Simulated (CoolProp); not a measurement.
The fluid at 391.62 K and 6.92 MPa (gas) is heated at constant pressure to 561 K. The same conditions are run with several fluids, on thermodynamics alone (safety and materials aside).

The numbers come from the reference Helmholtz-energy equation of state of each fluid (hydrogen chloride: Thol 2018; hydrogen sulfide: Lemmon 2006; carbon dioxide: Span 1996) in CoolProp.

Problem. Rank hydrogen chloride, hydrogen sulfide, carbon dioxide by heat (kJ/kg), highest first.

Solution. hydrogen sulfide (236), carbon dioxide (191), hydrogen chloride (165)

| fluid | final density (kg/m³) |
|---|---|
| hydrogen chloride | 56.7 |
| hydrogen sulfide | 53.8 |
| carbon dioxide | 66.9 |
